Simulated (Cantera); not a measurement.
What does this Cantera script print?

```python
import numpy as np
import cantera as ct

gas_names = [...]  # 151 gases of nasa_gas.yaml made of C, H, N, O, Si
cond_names = """
    C(gr) C6H6(L) C7H8(L) C8H18(L),n-octa H2O(s) H2O(L) Si(cr) Si(L) SiC(b) SiO2(Lqz) SiO2(hqz) SiO2(L)
    Si2N2O(s) Si3N4(a)
""".split()


# ... load() reads the species with a 1 bar reference pressure and builds the phases ...
atoms = {
    'Si3N4': {'Si': 3, 'N': 4},
    'O2': {'O': 2},
    'H2': {'H': 2},
    'CO2': {'C': 1, 'O': 2},
}
top_T = {'C(gr)': 4500, 'SiC(b)': 3050, 'Si2N2O(s)': 2100, 'Si3N4(a)': 2400}  # K; cautious upper limits of use, not melting points


# ... equilibrate(T, P, feed) seeds the gas with the atoms and calls Mixture.equilibrate('TP', solver="vcs", rtol=1e-11, max_steps=5000) ...
results = []
feed = {'Si3N4': 1, 'O2': 0.0022, 'H2': 970, 'CO2': 2.1}  # mol
P = 101325  # Pa
for T in [1050, 1125, 1200, 1275, 1350, 1425, 1500, 1575, 1650, 1725, 1800, 1875, 1950]:
    mix = equilibrate(T, P, feed)
    results.append((T, P, feed, dict(zip(mix.species_names, mix.species_moles))))

top = {s: max(r[3][s] / sum(r[3][g] for g in gas_names) for r in results) for s in gas_names}
cols = sorted((s for s in top if top[s] > 0.0001), key=lambda s: -top[s])[:5]
seen = [c for c in cond_names if any(r[3].get(c, 0) > 1e-12 for r in results)]
print("log10 of partial pressures in bar; condensed amounts in mol")
print(f"{'T/K':>10s}" + "".join(f"{s[:9]:>10s}" for s in cols + seen))
for T, P, feed, n in results:
    ng = sum(n[g] for g in gas_names)
    print(f"{T:10.4g}" + "".join(f"{np.log10(max(n[s] / ng * P / 1e5, 1e-99)):10.3f}" for s in cols)
          + "".join(f"{n.get(c, 0):10.4g}" for c in seen))
```

Output:

```
log10 of partial pressures in bar; condensed amounts in mol
       T/K        H2       SiO       CH4        CO        N2    SiC(b) SiO2(hqz) Si2N2O(s)
      1050     0.004   -12.256    -2.659    -5.352    -2.839         0     1.786    0.6069
      1125     0.004   -10.568    -2.665    -4.473    -2.842         0     1.762    0.6188
      1200     0.004    -9.090    -2.697    -3.735    -2.858         0     1.661    0.6696
      1275     0.004    -7.777    -2.813    -3.185    -2.911         0     1.356    0.8221
      1350     0.004    -6.597    -3.074    -2.871    -3.003         0    0.9076     1.046
      1425     0.004    -5.545    -3.455    -2.736    -3.083         0     0.588     1.205
      1500     0.004    -4.613    -3.880    -2.687    -3.120         0     0.435     1.271
      1575     0.004    -3.785    -4.306    -2.670    -3.112         0    0.3298     1.256
      1650     0.004    -3.068    -4.734    -2.665    -3.006         0   0.07544     1.051
      1725     0.004    -2.864    -4.229    -2.675    -2.921         0         0    0.8415
      1800     0.003    -2.574    -4.336    -2.773    -2.685    0.4129         0         0
      1875     0.003    -2.575    -4.393    -2.771    -2.686     0.399         0         0
      1950     0.002    -2.577    -4.445    -2.767    -2.688    0.3709         0         0
```

Cantera equilibrium calculation (NASA polynomials, part measured and part estimated; ideal gas, pure solids and liquids). Mutual solubility and eutectic melting of coexisting phases are not modelled. The tables hold silica as quartz up to 1696 K and as liquid above; real silica turns to tridymite and cristobalite and melts near 1996 K. Gases not in the tables: Si2H6 and higher silanes.
